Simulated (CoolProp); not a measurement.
A closed Brayton cycle with carbon dioxide: compressor inlet 329.15 K and 10 MPa, high pressure 25 MPa, turbine inlet 880 K, compressor efficiency 0.85, turbine efficiency 0.85, recuperator effectiveness 0.8 (on enthalpy, no pinch check). Each further row changes one setting.

Model: reference Helmholtz-energy equation of state, Span 1996, in CoolProp.

```
case                           thermal efficiency (%)  net work (kJ/kg)  compressor to turbine work  compressor exit (K)  turbine exit (K)
-----------------------------  ----------------------  ----------------  --------------------------  -------------------  ----------------
as stated                                           …              80.8                        0.34                396.7             771.1
turbine inlet 830 K                              26.4                 …                           …                396.7             724.8
compressor inlet 339.15 K                        26.4              73.6                        0.40                    …             771.1
high pressure 21.2 MPa                           25.2              69.0                           …                    …                 …
recuperator effectiveness 0.5                    18.9              80.8                        0.34                396.7             771.1
```

Problem. Fill in the missing entries.

Solution. 
- as stated, thermal efficiency (%): 27.4
- turbine inlet 830 K, net work (kJ/kg): 73.0
- turbine inlet 830 K, compressor to turbine work: 0.37
- compressor inlet 339.15 K, compressor exit (K): 416.1
- high pressure 21.2 MPa, compressor to turbine work: 0.32
- high pressure 21.2 MPa, compressor exit (K): 384.3
- high pressure 21.2 MPa, turbine exit (K): 790.2
